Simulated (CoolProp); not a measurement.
Vapour-liquid equilibrium of n-octane (1) + o-xylene (2) at 0.377 MPa; x and y are mole fractions of (1).

Model: multi-fluid Helmholtz-energy mixture model, Beckmüller 2019 and Zhou 2012; pair parameters Bell 2016, in CoolProp.

```json
[
 {"x": "0.05", "bubble temperature (K)": "[?]", "y at the bubble point": "[?]", "dew temperature at overall composition x (K)": "474.1", "liquid density (mol/L)": "6.572"},
 {"x": "0.2", "bubble temperature (K)": "469.5", "y at the bubble point": "0.273", "dew temperature at overall composition x (K)": "471.0", "liquid density (mol/L)": "6.251"},
 {"x": "0.35", "bubble temperature (K)": "465.9", "y at the bubble point": "[?]", "dew temperature at overall composition x (K)": "467.8", "liquid density (mol/L)": "[?]"},
 {"x": "0.5", "bubble temperature (K)": "462.7", "y at the bubble point": "0.591", "dew temperature at overall composition x (K)": "464.6", "liquid density (mol/L)": "5.668"},
 {"x": "0.65", "bubble temperature (K)": "[?]", "y at the bubble point": "0.725", "dew temperature at overall composition x (K)": "461.4", "liquid density (mol/L)": "5.404"},
 {"x": "0.8", "bubble temperature (K)": "457.1", "y at the bubble point": "0.848", "dew temperature at overall composition x (K)": "[?]", "liquid density (mol/L)": "[?]"},
 {"x": "0.95", "bubble temperature (K)": "454.6", "y at the bubble point": "0.963", "dew temperature at overall composition x (K)": "454.9", "liquid density (mol/L)": "4.925"}
]
```

Problem. Fill in the missing entries.

Solution. 
- 0.05, bubble temperature (K): 473.6
- 0.05, y at the bubble point: 0.074
- 0.35, y at the bubble point: 0.442
- 0.35, liquid density (mol/L): 5.950
- 0.65, bubble temperature (K): 459.7
- 0.8, dew temperature at overall composition x (K): 458.1
- 0.8, liquid density (mol/L): 5.157

No azeotrope shows between x = 0.05 and 0.95.

Pair parameters are fitted to limited data, so mixtures are less certain than the pure fluids.
